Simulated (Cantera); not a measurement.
A freely propagating, adiabatic, planar premixed flame of 13.1 % CO, 0.772 % H2, 3.80 % CH4, 20.9 % O2, 61.4 % N2, equivalence ratio 0.69, unburnt at 600 K and 0.133 bar; mixture-averaged transport, grid criteria slope 0.08 and curve 0.16, no radiation.

Cantera simulation using GRI-Mech 3.0 (53 species, 325 reactions); the numbers are that mechanism's predictions, not measurements. Burning velocities carry a grid error of a few per cent, more on coarse grids.

Q: Predict: laminar burning velocity; thermal thickness; peak x(CH2); peak x(HCN); peak x(C2H).

A: 
```
Property                    Result
------------------------  --------
laminar burning velocity  233 cm/s
thermal thickness          2.77 mm
peak x(CH2)                5.68e-6
peak x(HCN)                2.92e-8
peak x(C2H)                  <1e-8
```
